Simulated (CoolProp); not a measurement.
Aqueous ethylene glycol as a coolant, at 10 °C, 1 atm.

Values from CoolProp's Melinder's fits for secondary coolants.

```csv
mass %,freezing point (°C),viscosity (mPa s),conductivity (W/(m K)),density (kg/m³),cp (kJ/(kg K))
1.2,-0.4,1.35,0.576,1000,4.176
7,-2.3,1.56,0.551,1008,___
12.8,-4.5,___,0.527,___,3.997
18.6,-7.2,2.16,0.502,1025,3.903
24.4,-10.6,2.55,0.478,___,3.798
30.2,-14.7,3.00,0.455,1042,___
36,-19.8,3.53,0.432,1051,3.563
41.8,-25.8,4.15,0.411,1059,3.438
47.6,-32.8,4.90,0.391,1067,3.311
```

Problem. Some entries are withheld; supply them.

Solution. 
- 7, cp (kJ/(kg K)): 4.086
- 12.8, viscosity (mPa s): 1.83
- 12.8, density (kg/m³): 1016
- 24.4, density (kg/m³): 1033
- 30.2, cp (kJ/(kg K)): 3.684
